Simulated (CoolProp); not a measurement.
Vapour-liquid equilibrium of R13 (1) + R113 (2) at 262.8 K; x and y are mole fractions of (1).

The numbers come from the multi-fluid Helmholtz-energy mixture model, Platzer 1990 and Marx 1992; pair parameters Bell 2016 in CoolProp. This equation is an older, rougher fit; its heat capacities, sound speeds and derivatives of the liquid may be far off and weren't checked against measurements.

| x | bubble pressure (MPa) | y at the bubble point | dew pressure at overall composition x (MPa) | liquid density (mol/L) |
|---|---|---|---|---|
| 0.05 | 0.1079 | 0.917 | 0.009363 | 8.932 |
| 0.2 | 0.3737 | 0.976 | 0.01112 | 9.397 |
| 0.35 | 0.6015 | 0.986 | 0.01369 | 9.887 |
| 0.5 | 0.8026 | 0.990 | 0.01781 | 10.39 |
| 0.65 | 0.9890 | 0.993 | 0.02544 | 10.88 |
| 0.8 | 1.178 | 0.995 | 0.04454 | 11.30 |
| 0.95 | 1.404 | 0.998 | 0.1780 | 11.46 |

No azeotrope shows between x = 0.05 and 0.95.

The pair parameters rest on a limited set of measurements; away from them the model extrapolates. The gap from Raoult's law changes sign with composition, which may be real or a fault of the pair parameters; it wasn't checked against measurements.
